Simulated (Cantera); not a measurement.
An isothermal, constant-pressure homogeneous reactor starts with C3H8 : H2 = 1 : 2.6 (molar parts), at 1400 K and 42.8 Torr. Integrator tolerance rtol = 1e-08.

Cantera simulation using GRI-Mech 3.0 (53 species, 325 reactions); the numbers are that mechanism's predictions, not measurements. GRI-Mech 3.0 was tuned for natural gas; its chemistry of propane as a main component is partial and can be far from experiment. GRI-Mech 3.0 stops at C3 and has no aromatics, soot or wall deposition, so with more carbon than oxygen in the feed, carbon stays in small species such as C2H2 where larger ones or solid carbon would form.

**Question.** What does this change do: pressure from 42.8 Torr to 1350 Torr?

**Answer.** 
```tsv
quantity	before	after
x(C3H8) at 30.0 s	4.17e-9 (gas-phase equilibrium 2.21e-9)	4.55e-6 (gas-phase equilibrium 4.55e-6)
x(H2) at 30.0 s	0.686 (gas-phase equilibrium 0.739)	0.460 (gas-phase equilibrium 0.460)
x(H) at 30.0 s	1.21e-5 (gas-phase equilibrium 1.76e-5)	2.48e-6 (gas-phase equilibrium 2.48e-6)
x(CH3) at 30.0 s	4.12e-5 (gas-phase equilibrium 2.13e-5)	4.45e-5 (gas-phase equilibrium 4.45e-5)
x(C2H) at 30.0 s	3.25e-9 (gas-phase equilibrium 4.84e-9)	3.89e-10 (gas-phase equilibrium 3.89e-10)
x(C2H6) at 30.0 s	1.37e-5 (gas-phase equilibrium 5.98e-6)	0.000825 (gas-phase equilibrium 0.000825)
```

**Question.** What does this change do: temperature 1400 to 1200 K?

**Answer.** 
```csv
quantity,before,after
x(C3H8) at 30.0 s,4.17e-9 (gas-phase equilibrium 2.21e-9),6.01e-7 (gas-phase equilibrium 2.62e-7)
x(H2) at 30.0 s,0.686 (gas-phase equilibrium 0.739),0.623 (gas-phase equilibrium 0.519)
x(H) at 30.0 s,1.21e-5 (gas-phase equilibrium 1.76e-5),1.55e-6 (gas-phase equilibrium 5.99e-7)
x(CH3) at 30.0 s,4.12e-5 (gas-phase equilibrium 2.13e-5),8.85e-6 (gas-phase equilibrium 7.43e-6)
x(C2H) at 30.0 s,3.25e-9 (gas-phase equilibrium 4.84e-9),5.90e-11 (gas-phase equilibrium 2.23e-11)
x(C2H6) at 30.0 s,1.37e-5 (gas-phase equilibrium 5.98e-6),0.000304 (gas-phase equilibrium 0.000169)
```
